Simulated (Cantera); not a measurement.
A Cantera script and what it prints.

```python
import numpy as np
import cantera as ct

gas_names = """
    C CH CH2 CH3 CH2OH CH3O CH4 CH3OH CO CO2 COOH C2 C2H CHCO,ketyl C2H2,acetylene C2H2,vinylidene
    CH2CO,ketene C2H3,vinyl CH3CO,acetyl C2H4 C2H4O,ethylen CH3CHO,ethanal CH3COOH (HCOOH)2 C2H5 C2H6
    CH3OCH3 C2H5OH C2O C3 C3H3,propargyl C3H4,allene C3H4,propyne C3H4,cyclo- C3H5,allyl C3H6,propylene
    C3H6,cyclo- C3H6O C3H7,n-propyl C3H7,i-propyl C3H8 C3H8O,1propanol C3H8O,2propanol C3O2 C4 C4H2
    C4H4,1,3-cyclo- C4H6,butadiene C4H6,2-butyne C4H6,cyclo- C4H8,1-butene C4H8,cis2-buten
    C4H8,tr2-butene C4H8,isobutene C4H8,cyclo- (CH3COOH)2 C4H9,n-butyl C4H9,i-butyl C4H9,s-butyl
    C4H9,t-butyl C4H10,isobutane C4H10,n-butane C5 C5H6,1,3cyclo- C5H8,cyclo- C5H10,1-pentene
    C5H10,cyclo- C5H11,pentyl C5H11,t-pentyl C5H12,n-pentane C5H12,i-pentane CH3C(CH3)2CH3 C6H2
    C6H5,phenyl C6H5O,phenoxy C6H6 C6H5OH,phenol C6H10,cyclo- C6H12,1-hexene C6H12,cyclo- C6H13,n-hexyl
    C7H7,benzyl C7H8 C7H8O,cresol C7H14,1-heptene C7H15,n-heptyl C7H16,n-heptane C8H8,styrene
    C8H10,ethylbenz C8H16,1-octene C8H17,n-octyl C8H18,isooctane C8H18,n-octane C9H19,n-nonyl
    C10H8,naphthale C10H21,n-decyl C12H9,o-bipheny C12H10,bipheny Cu CuO Cu2 H HCO HO2 H2
    HCHO,formaldehy HCOOH H2O H2O2 O OH O2 O3
""".split()
cond_names = """
    C(gr) C6H6(L) C7H8(L) C8H18(L),n-octa Cu(cr) Cu(L) CuO(s) CuO2H2(s) Cu2O(s) Cu2O(L) H2O(s) H2O(L)
""".split()


def load(file, names, dense=False):
    # The tables refer to 1 bar. Condensed volumes are neglected.
    table = {s.name: s for s in ct.Species.list_from_file(file)}
    out = []
    for n in names:
        d = dict(table[n].input_data)
        d["thermo"] = dict(d["thermo"], **{"reference-pressure": 1e5})
        if dense:
            d["equation-of-state"] = {"model": "constant-volume", "density": "1e6 g/cm^3"}
        out.append(ct.Species.from_dict(d))
    return out


gas = ct.Solution(thermo="ideal-gas", species=load("nasa_gas.yaml", gas_names))
cond = {s.name: ct.Solution(thermo="fixed-stoichiometry", species=[s], name=s.name)
        for s in load("nasa_condensed.yaml", cond_names, dense=True)}
atoms = {
    'CuO': {'Cu': 1, 'O': 1},
    'C': {'C': 1},
    'H2': {'H': 2},
}
top_T = {'C(gr)': 4500, 'CuO(s)': 1390}  # K; cautious upper limits of use, not melting points


def equilibrate(T, P, feed):
    n = {}
    for name, mol in feed.items():
        for a, k in atoms[name].items():
            n[a] = n.get(a, 0.0) + k * mol
    gas.TPX = T, P, n
    mass = sum(n.values()) * gas.mean_molecular_weight
    gas.equilibrate("TP")
    valid = [c for c in cond.values() if c.min_temp <= T <= top_T.get(c.name, c.max_temp)]
    mix = ct.Mixture([(gas, mass / gas.mean_molecular_weight)] + [(c, 0.0) for c in valid])
    mix.T, mix.P = T, P
    mix.equilibrate("TP", solver="vcs", rtol=1e-11, max_steps=5000)
    return mix


results = []
feed = {'CuO': 1, 'C': 1.4, 'H2': 0.71}  # mol
P = 170  # Pa
for T in [1650, 1725, 1800, 1875, 1950, 2025, 2100, 2175]:
    mix = equilibrate(T, P, feed)
    results.append((T, P, feed, dict(zip(mix.species_names, mix.species_moles))))

top = {s: max(r[3][s] / sum(r[3][g] for g in gas_names) for r in results) for s in gas_names}
cols = sorted((s for s in top if top[s] > 0.001), key=lambda s: -top[s])[:5]
seen = [c for c in cond_names if any(r[3].get(c, 0) > 1e-12 for r in results)]
print("log10 of partial pressures in bar; condensed amounts in mol")
print(f"{'T/K':>10s}" + "".join(f"{s[:9]:>10s}" for s in cols + seen))
for T, P, feed, n in results:
    ng = sum(n[g] for g in gas_names)
    print(f"{T:10.4g}" + "".join(f"{np.log10(max(n[s] / ng * P / 1e5, 1e-99)):10.3f}" for s in cols)
          + "".join(f"{n.get(c, 0):10.4g}" for c in seen))
```

Result:

```
log10 of partial pressures in bar; condensed amounts in mol
       T/K        CO        H2        Cu         H     C(gr)     Cu(L)
      1650    -3.024    -3.174    -4.090    -5.629    0.3999     0.914
      1725    -3.063    -3.214    -3.660    -5.338    0.3999    0.7462
      1800    -3.171    -3.323    -3.266    -5.108    0.3998    0.1943
      1875    -3.204    -3.360    -3.205    -4.863    0.3996         0
      1950    -3.205    -3.366    -3.206    -4.624    0.3992         0
      2025    -3.208    -3.377    -3.208    -4.404    0.3988         0
      2100    -3.211    -3.392    -3.211    -4.203    0.3981         0
      2175    -3.215    -3.415    -3.215    -4.019    0.3971         0
```

Cantera equilibrium calculation (NASA polynomials, part measured and part estimated; ideal gas, pure solids and liquids).
